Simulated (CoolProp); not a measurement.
Vapour pressure (bar) of acetone: the reference equation beside estimates from Tc = 508.1 K, pc = 46.92 bar, ω = 0.307.

Values from CoolProp's reference Helmholtz-energy equation of state, Lemmon 2006. It is a short technical equation, of lower accuracy than the large ones.

```
T (K)  reference  van der Waals  Redlich-Kwong  Soave-Redlich-Kwong  Peng-Robinson
-----  ---------  -------------  -------------  -------------------  -------------
389.9      5.610          14.79              ?                5.680          5.618
393.8      6.139          15.51              ?                6.223              ?
397.6      6.689          16.23          9.842                6.789          6.708
401.4      7.277          16.97          10.55                7.393          7.301
405.2          ?          17.73          11.28                8.037          7.934
409        8.567          18.51          12.06                8.721          8.608
412.8      9.274          19.31          12.87                9.449          9.324
416.6      10.02          20.14          13.71                10.22          10.08
420.4      10.82          20.98          14.59                    ?          10.89
424.3      11.68          21.87          15.54                11.93          11.77
428.1      12.57          22.76          16.50                12.85          12.67
431.9      13.52          23.68          17.50                13.82          13.63
435.7      14.51          24.61          18.54                14.84          14.64
```

Q: Some entries are withheld; supply them.

A: 
- 389.9, Redlich-Kwong: 8.516
- 393.8, Redlich-Kwong: 9.171
- 393.8, Peng-Robinson: 6.151
- 405.2, reference: 7.902
- 420.4, Soave-Redlich-Kwong: 11.04

Absolute difference from the reference over all 13 rows, mean and median: van der Waals 111.4 and 108.2 %, Redlich-Kwong 39.1 and 38.8 %, Soave-Redlich-Kwong 1.8 and 1.9 %, Peng-Robinson 0.5 and 0.5 %.
